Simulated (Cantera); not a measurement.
## Premixed flame

A freely propagating, adiabatic, planar premixed flame of 10.4 % CH3OH, 18.8 % O2, 70.8 % N2, equivalence ratio 0.83, unburnt at 625 K and 10.0 bar; mixture-averaged transport, grid criteria slope 0.08 and curve 0.16, no radiation.

Model: GRI-Mech 3.0 (53 species, 325 reactions), integrated in Cantera. GRI-Mech 3.0 was tuned for natural gas; its chemistry of methanol as a main component is partial and can be far from experiment. Burning velocities carry a grid error of a few per cent, more on coarse grids.

```tsv
z (mm)	T (K)	u (m/s)	x CH3OH	x O2	x CH3	x H	x CH2	x HCO
-0.161	625	0.591	0.104	0.188	<1e-8	<1e-8	<1e-8	<1e-8
-0.107	630	0.597	0.104	0.187	<1e-8	<1e-8	<1e-8	<1e-8
-0.0806	645	0.613	0.103	0.185	<1e-8	<1e-8	<1e-8	<1e-8
-0.0537	723	0.693	0.0976	0.177	<1e-8	<1e-8	<1e-8	<1e-8
-0.0269	1051	1.03	0.0713	0.146	2.40e-8	7.71e-8	<1e-8	1.76e-8
-0.0134	1392	1.40	0.0379	0.113	1.39e-6	1.49e-5	<1e-8	3.61e-6
0	1781	1.82	0.00360	0.0743	2.55e-5	0.000608	1.07e-6	6.82e-5
0.0134	1972	2.01	7.80e-6	0.0527	2.14e-6	0.00149	1.36e-7	2.13e-6
0.0269	2074	2.10	1.19e-8	0.0436	7.45e-8	0.00129	<1e-8	7.61e-8
0.0537	2179	2.19	<1e-8	0.0369	<1e-8	0.000705	<1e-8	1.72e-8
0.107	2253	2.25	<1e-8	0.0331	<1e-8	0.000270	<1e-8	<1e-8
0.215	2288	2.28	<1e-8	0.0315	<1e-8	0.000114	<1e-8	<1e-8
0.430	2296	2.29	<1e-8	0.0311	<1e-8	8.41e-5	<1e-8	<1e-8
```
x: mole fraction of selected species; z is measured from the peak of heat release.

The laminar burning velocity is 59.0 cm/s, the thermal thickness is 0.0537 mm and the peak x(CH3) is 2.56e-5. The peak x(H) is 0.00150 and the peak x(CH2) comes out as 1.16e-6. The peak x(HCO) comes out as 6.82e-5.
